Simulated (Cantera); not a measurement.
A closed system holds: 1 mol BN, 26 mol HCl, 1.8 mol N2, 15 mol O2, at 1300 °C and 0.133 bar.

Cantera equilibrium calculation (NASA polynomials, part measured and part estimated; ideal gas, pure solids and liquids). The tables' values for BOCl are old estimates; treat these amounts as uncertain. Gases not in the tables: H3BO3. Rates play no part.

```tsv
species	before	after
O2	0.306	0.776
N2	0.0534	0.126
HCl	0.501	0.0583
Cl2	0.0303	0.00394
H2O	0.0417	0.00692
Cl	0.0445	0.0161
HBO2	0.0219	0.0102
HOCl	3.40e-5	6.30e-6
BOCl	0.000276	9.04e-5
NO	0.000540	0.00132
OH	0.000168	8.66e-5
ClO	0.000202	0.000116
O	1.58e-5	2.52e-5
B2O3(l), mol	0	0.393
```
Gas species are given as mole fractions.

Task: What was changed between the two runs?
(A) temperature from 1300 °C to 1827 °C
(B) temperature from 1300 °C to 752 °C
(C) temperature from 1300 °C to 477 °C
(D) HCl from 26 to 1.5 mol

Result: D, HCl from 26 to 1.5 mol
